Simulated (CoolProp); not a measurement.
Normal hydrogen along the isotherm 36.5 K: density (kg/m³) from the reference equation and from simpler models built on Tc = 33.1 K, pc = 12.96 bar, ω = -0.219; each cubic takes its own stable root.

Values from CoolProp's reference Helmholtz-energy equation of state, Leachman 2009.

```
p (bar)          phase  reference
-------  -------------  ---------
0.0615             gas    0.04090
0.109              gas    0.07256
0.194              gas     0.1294
0.346              gas     0.2314
0.615              gas     0.4135
1.09               gas     0.7399
1.94               gas      1.340
3.46               gas      2.472
6.15               gas      4.698
10.9               gas      9.700
19.4     supercritical      31.10
```

Task: How far does each simpler model (ideal gas, van der Waals, Peng-Robinson) lie from the reference over these 11 states: mean and median of the absolute difference, and the worst?

Result: 
- ideal gas: mean 10.2 %, median 2.1 %, worst -58.6 % at 36.5 K and 19.4 bar
- van der Waals: mean 1.0 %, median 0.1 %, worst -7.7 % at 36.5 K and 19.4 bar
- Peng-Robinson: mean 1.7 %, median 0.5 %, worst +6.7 % at 36.5 K and 19.4 bar
